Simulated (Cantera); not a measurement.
Feed: 1 mol Fe3O4, 1.7 mol CH4, 0.2 mol H2, 0.62 mol C, equilibrated at 465 Torr.

Equilibrium computed with Cantera from the NASA thermochemical tables; the gas is ideal and each condensed phase is pure. Candidate condensed phases: C, C6H6, C7H8, C8H18, Fe, Fe(CO)5, FeO, Fe(OH)2, Fe(OH)3, Fe2O3, Fe3O4, H2O; 114 gas species. Each liquid is taken as pure. Mutual solubility and eutectic melting of coexisting phases are not modelled. The tables' stoichiometric FeO is somewhat more stable than real wüstite, so its field is too wide. FeO: taken at fixed stoichiometry. Rates play no part.

x: gas mole fraction; n: condensed amount in mol.

```tsv
T (K)	x H2	x CO	x H2O	x CO2	x Fe	n Fe(γ)	n FeO(s)	n Fe(δ)	n FeO(l)	n Fe(l)
1623	0.415	0.341	0.193	0.0512	2.70e-6	2.77	0.232	0	?	0
1673	0.413	0.343	0.195	0.0490	6.47e-6	0	0	2.77	?	0
1723	0.415	0.346	0.193	0.0459	1.47e-5	0	0	2.74	?	0
1773	0.417	0.349	0.191	0.0431	3.19e-5	0	0	2.71	0.292	0
1823	0.418	0.351	0.190	0.0409	6.57e-5	0	0	0	0.311	2.69
1873	0.416	0.352	0.191	0.0395	0.000128	0	0	0	0.312	2.69
1923	0.415	0.353	0.192	0.0382	0.000239	0	0	0	0.313	2.69
1973	0.414	0.355	0.193	0.0370	0.000432	0	0	0	0.314	2.68
2023	0.412	0.355	0.194	0.0359	0.000759	0	0	0	0.315	2.68
2073	0.411	0.356	0.195	0.0348	0.00129	0	0	0	0.316	2.68
2123	0.409	0.357	0.195	0.0339	0.00215	0	0	0	0.317	2.67
2173	0.407	0.357	0.195	0.0329	0.00348	0	0	0	0.318	2.66
2223	0.405	0.357	0.195	0.0321	0.00551	0	0	0	0.319	2.65
2273	0.402	0.356	0.195	0.0312	0.00854	0	0	0	0.320	2.63
```

Task: Complete the blanks.

Result: 
- 1623, n FeO(l): 0
- 1673, n FeO(l): 0.234
- 1723, n FeO(l): 0.264
